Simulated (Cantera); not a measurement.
Cantera run:

```python
import numpy as np
import cantera as ct

gas_names = """
    B BH BH2 BH3 BN BO BO2 B2 B2O B2O2 B2O3 B3O3H3 H HBO HBO2 HNO HNO2 HNO3 HO2 H2 H2O H2O2 H3B3O6 N NH
    NH2 NH3 NH2OH NO NO2 NO3 N2 N2H2 N2H4 N2O O OH O2 O3
""".split()
cond_names = """
    B(b) B(L) BN(s) B2O3(L) B3O3H3(cr) H2O(s) H2O(L)
""".split()


# ... load() reads the species with a 1 bar reference pressure and builds the phases ...
atoms = {
    'borazine': {'B': 3, 'N': 3, 'H': 6},
    'H2O': {'H': 2, 'O': 1},
    'N2': {'N': 2},
}
top_T = {'BN(s)': 3200}  # K; cautious upper limits of use, not melting points


# ... equilibrate(T, P, feed) seeds the gas with the atoms and calls Mixture.equilibrate('TP', solver="vcs", rtol=1e-11, max_steps=5000) ...
results = []
feed = {'borazine': 1, 'H2O': 0.12, 'N2': 55}  # mol
P = 14  # Pa
for T in [1323, 1398, 1473, 1548, 1623, 1698, 1773, 1848, 1923]:
    mix = equilibrate(T, P, feed)
    results.append((T, P, feed, dict(zip(mix.species_names, mix.species_moles))))

top = {s: max(r[3][s] / sum(r[3][g] for g in gas_names) for r in results) for s in gas_names}
cols = sorted((s for s in top if top[s] > 0.0001), key=lambda s: -top[s])[:9]
seen = [c for c in cond_names if any(r[3].get(c, 0) > 1e-12 for r in results)]
print("log10 of partial pressures in bar; condensed amounts in mol")
print(f"{'T/K':>10s}" + "".join(f"{s[:9]:>10s}" for s in cols + seen))
for T, P, feed, n in results:
    ng = sum(n[g] for g in gas_names)
    print(f"{T:10.4g}" + "".join(f"{np.log10(max(n[s] / ng * P / 1e5, 1e-99)):10.3f}" for s in cols)
          + "".join(f"{n.get(c, 0):10.4g}" for c in seen))
```

Output:

```
log10 of partial pressures in bar; condensed amounts in mol
       T/K        N2        H2         H        BO       HBO      HBO2      B2O3      B2O2         B     BN(s)
      1323    -3.878    -5.128    -8.364    -9.080    -7.384    -7.251    -7.374    -8.531   -17.670     2.922
      1398    -3.878    -5.129    -7.889    -8.342    -7.066    -7.486    -7.428    -8.002   -15.958     2.909
      1473    -3.878    -5.130    -7.463    -7.754    -6.855    -7.845    -7.698    -7.675   -14.421     2.894
      1548    -3.878    -5.133    -7.078    -7.334    -6.776    -8.389    -8.272    -7.601   -13.035     2.884
      1623    -3.879    -5.136    -6.728    -7.051    -6.802    -9.078    -9.085    -7.729   -11.778     2.881
      1698    -3.879    -5.141    -6.410    -6.860    -6.893    -9.838   -10.021    -7.977   -10.632      2.88
      1773    -3.880    -5.152    -6.122    -6.735    -7.029   -10.638   -11.030    -8.305    -9.585      2.88
      1848    -3.881    -5.172    -5.861    -6.660    -7.198   -11.454   -12.071    -8.683    -8.624     2.879
      1923    -3.882    -5.205    -5.629    -6.617    -7.388   -12.265   -13.108    -9.083    -7.738     2.871
```

Cantera equilibrium calculation (NASA polynomials, part measured and part estimated; ideal gas, pure solids and liquids). The feed counts by its element totals alone.
